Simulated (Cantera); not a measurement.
# Hydrogen reduction and annealing atmospheres: Cu₂O + H₂

A closed system holds: 1 mol Cu₂O, 950 mol H₂, equilibrated at 1.00 bar.

Equilibrium computed with Cantera from the NASA thermochemical tables; the gas is ideal and each condensed phase is pure. Candidate condensed phases: Cu, CuO, Cu(OH)₂, Cu₂O, H₂O; 12 gas species. Kinetics and transport are ignored.

```tsv
T (K)	x H₂	x Cu	x H	x H₂O	x Cu₂	x OH	n Cu(l)
1623	0.999	5.55e-5	6.91e-5	0.00105	4.51e-8	3.05e-9	1.95
1673	0.999	0.000111	0.000114	0.00105	1.17e-7	5.77e-9	1.89
1723	0.999	0.000213	0.000182	0.00105	2.88e-7	1.05e-8	1.80
1773	0.998	0.000394	0.000284	0.00105	6.71e-7	1.86e-8	1.62
1823	0.998	0.000704	0.000433	0.00105	1.49e-6	3.17e-8	1.33
1873	0.997	0.00122	0.000644	0.00105	3.16e-6	5.27e-8	0.836
1923	0.996	0.00204	0.000940	0.00105	6.42e-6	8.53e-8	0.0418
1973	0.996	0.00209	0.00135	0.00105	4.92e-6	1.35e-7	0
2023	0.995	0.00209	0.00189	0.00105	3.67e-6	2.08e-7	0
```
x: gas mole fraction; n: condensed amount in mol.

From 1623 K to 1923 K the condensed part is Cu(l). From 1973 K to 2023 K nothing is condensed. The main Cu-bearing gas is Cu throughout.
